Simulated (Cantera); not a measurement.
Source: NASA polynomial tables (part measured, part estimated), evaluated in Cantera. Values are per mole of reaction as written; species without (g) are pure solids or liquids, kept so even where they would boil at 1 bar.

AlCl₃ + 3 H(g) → 3 HCl(g) + Al(g), with ΔH° = 104.3 kJ and ΔS° = 271.5 J/K at 300 K.

Question: How far is the shortcut ΔG° ≈ ΔH°(300 K) − T·ΔS°(300 K) from the full temperature-dependent value at 375, 400, 425, 450, 475, 500, 525, 550, 575 K?

Answer: 
```csv
T (K),shortcut (kJ),full (kJ),difference (kJ),difference in log10 K,condensed phases
375,2.5,2.9,-0.4,0.06,AlCl₃(s)
400,-4.3,-3.6,-0.7,0.09,AlCl₃(s)
425,-11.1,-10.0,-1.1,0.14,AlCl₃(s)
450,-17.9,-16.3,-1.6,0.19,AlCl₃(s)
475,-24.6,-21.8,-2.9,0.31,AlCl₃(l)
500,-31.4,-26.0,-5.4,0.57,AlCl₃(l)
525,-38.2,-30.2,-8.1,0.80,AlCl₃(l)
550,-45.0,-34.2,-10.8,1.03,AlCl₃(l)
575,-51.8,-38.1,-13.7,1.24,AlCl₃(l)
```
The shortcut ignores heat capacities and the phase changes listed.
